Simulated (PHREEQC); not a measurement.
Dissolve 0.074 mol Cu(BF4)2 and 5.5e-05 mol HCl per kg of water at 25 °C. Closed to the air; pH follows from the charge balance.

Equilibrium calculation in PHREEQC: ion-association model, wateq4f.dat.

This is a speciation only: nothing precipitates in the calculation.

Question: What pH does the model give?

Answer: pH 2.59.

Question: In which forms is Cu present?

Answer: Cu+2 98 %, CuF+ 1.7 % of the Cu.

Complexes and solids missing from the database can't appear. Real BF4- forms and hydrolyses slowly; the run takes it at equilibrium.
